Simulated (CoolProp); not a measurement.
Vapour-liquid equilibrium of R143a (1) + R152A (2) at 1050 kPa; x and y are mole fractions of (1).

Values from CoolProp's multi-fluid Helmholtz-energy mixture model, Lemmon and Jacobsen 2000 and Outcalt 1996; pair parameters Bell 2016.

### Question
Give the bubble temperature and the first vapour's composition at x = 0.05, 0.2, 0.8. Is there an azeotrope?

### Answer
x = 0.05: 316.4 K, y = 0.091; x = 0.2: 310.5 K, y = 0.318; x = 0.8: 295.0 K, y = 0.867. No azeotrope shows between x = 0.05 and 0.95.

The pair parameters rest on a limited set of measurements; away from them the model extrapolates.
